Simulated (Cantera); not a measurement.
A perfectly stirred reactor is fed with 3.85 % H₂, 96.2 % O₂, at 0.0390 bar; it is held at 1125 K, and followed from long to short residence time.

Computed with Cantera and GRI-Mech 3.0 (53 species, 325 reactions). Radical loss at walls, strong at low pressure, is not modelled. The temperature is held fixed by assumption; the heat of reaction is taken as removed at once.

Task: Predict: x(H₂) at τ = 12.0 s; x(O₂) at τ = 12.0 s; x(H₂O) at τ = 12.0 s; x(OH) at τ = 12.0 s; x(O) at τ = 12.0 s; x(H₂) at τ = 65.0 ms; x(O₂) at τ = 65.0 ms; x(H₂O) at τ = 65.0 ms; x(OH) at τ = 65.0 ms; x(O) at τ = 65.0 ms.

Result: 
```json
{
  "x(H₂) at τ = 12.0 s": "2.71e-5",
  "x(O₂) at τ = 12.0 s": "0.961",
  "x(H₂O) at τ = 12.0 s": "0.0391",
  "x(OH) at τ = 12.0 s": "0.000145",
  "x(O) at τ = 12.0 s": "0.000115",
  "x(H₂) at τ = 65.0 ms": "0.000577",
  "x(O₂) at τ = 65.0 ms": "0.957",
  "x(H₂O) at τ = 65.0 ms": "0.0380",
  "x(OH) at τ = 65.0 ms": "0.000889",
  "x(O) at τ = 65.0 ms": "0.00311"
}
```
